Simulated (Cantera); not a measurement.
A perfectly stirred reactor is fed with 33.3 % CH4, 66.7 % H2, at 1.01 bar; it is held at 1725 K, and followed from long to short residence time.

Detailed kinetics in Cantera: GRI-Mech 3.0 (53 species, 325 reactions). GRI-Mech 3.0 stops at C3 and has no aromatics, soot or wall deposition, so with more carbon than oxygen in the feed, carbon stays in small species such as C2H2 where larger ones or solid carbon would form.

One state of this run: x CH4 = 0.114; x H2 = 0.803; x CH3 = 0.000420; x C2H4 = 0.00316; x C2H6 = 5.75e-5; x C2H2 = 0.0792. x: mole fraction; the columns are a selection and need not sum to one.

Problem. Which value of τ (s) does it belong to?
(A) 0.13
(B) 0.063
(C) 0.014
(D) 0.61

Solution. B, 0.063
